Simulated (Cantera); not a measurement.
Input: 1 mol SiCl₄, 0.47 mol CH₄, 46 mol H₂, at 1773 K.

Cantera equilibrium calculation (NASA polynomials, part measured and part estimated; ideal gas, pure solids and liquids). Candidate condensed phases: C, C₆H₆, C₇H₈, C₈H₁₈, Si, SiC; 109 gas species. The tables' values for SiCl₃, SiCl are old estimates; treat these amounts as uncertain. Gases not in the tables: Si₂H₆ and higher silanes. Equilibrium is a limit: real reactors are often held back by kinetics, nucleation or transport.

x: gas mole fraction; n: condensed amount in mol.

```csv
P (Pa),x H₂,x HCl,x SiCl₂,x H,x Si,n SiC(s)
100,0.918,0.0625,0.00897,___,0.00140,0.469
240,0.922,0.0612,0.00982,___,0.000667,0.470
560,0.925,0.0606,0.0103,___,0.000306,0.470
1300,0.926,0.0603,0.0105,___,0.000136,0.470
3200,0.927,0.0601,0.0106,___,5.63e-5,0.470
7500,0.928,0.0600,0.0106,___,2.42e-5,0.470
18000,0.929,0.0599,0.0106,___,1.01e-5,0.470
42000,0.929,0.0598,0.0105,___,4.29e-6,0.470
100000,0.929,0.0596,0.0103,___,1.78e-6,0.469
```

Q: Complete the blanks.

A: 
- 100, x H: 0.00862
- 240, x H: 0.00558
- 560, x H: 0.00366
- 1300, x H: 0.00240
- 3200, x H: 0.00153
- 7500, x H: 0.00100
- 18000, x H: 0.000646
- 42000, x H: 0.000423
- 100000, x H: 0.000274
